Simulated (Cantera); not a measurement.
**Equilibrium for titanium nitride, carbide and oxide coatings: Ti(OiPr)4 + C3H8**

Input: 1 mol Ti(OiPr)4, 0.27 mol C3H8, at 1050 K.

Equilibrium computed with Cantera from the NASA thermochemical tables; the gas is ideal and each condensed phase is pure. Candidate condensed phases: C, C6H6, C7H8, C8H18, H2O, Ti, TiC, TiO, TiO2, Ti2O3, Ti3O5, Ti4O7; 113 gas species. The feed counts by its element totals alone. TiC: taken at fixed stoichiometry. Condensed phases not in the tables: Magnéli phases beyond Ti4O7. Gases not in the tables: TiO(OH)2. Kinetics and transport are ignored.

| P (Pa) | x H2 | x CO | x CH4 | x H2O | n C(graphite) | n TiC(s) | n Ti3O5(s) | n Ti4O7(s) | n TiO2(rutile) |
|---|---|---|---|---|---|---|---|---|---|
| 10 | 0.790 | 0.210 | 3.58e-6 | 3.01e-6 | 7.81 | 1.00 | 0 | 0 | 0 |
| 46 | 0.866 | 0.134 | 1.98e-5 | 9.69e-6 | 10.5 | 0 | 0.333 | 0 | 0 |
| 220 | 0.870 | 0.130 | 9.53e-5 | 4.51e-5 | 10.6 | 0 | 0 | 0.250 | 0 |
| 1000 | 0.882 | 0.117 | 0.000446 | 0.000187 | 10.8 | 0 | 0 | 0 | 1.00 |
| 4600 | 0.881 | 0.116 | 0.00204 | 0.000855 | 10.8 | 0 | 0 | 0 | 1.00 |
| 22000 | 0.872 | 0.114 | 0.00958 | 0.00396 | 10.7 | 0 | 0 | 0 | 1.00 |
| 100000 | 0.838 | 0.104 | 0.0402 | 0.0158 | 10.5 | 0 | 0 | 0 | 1.00 |
x: gas mole fraction; n: condensed amount in mol.

At 10.0 Pa the condensed part is C(graphite) + TiC(s). At 46.0 Pa the condensed part is C(graphite) + Ti3O5(s). At 220 Pa the condensed part is C(graphite) + Ti4O7(s). From 1000 Pa to 100000 Pa the condensed part is C(graphite) + TiO2(rutile).
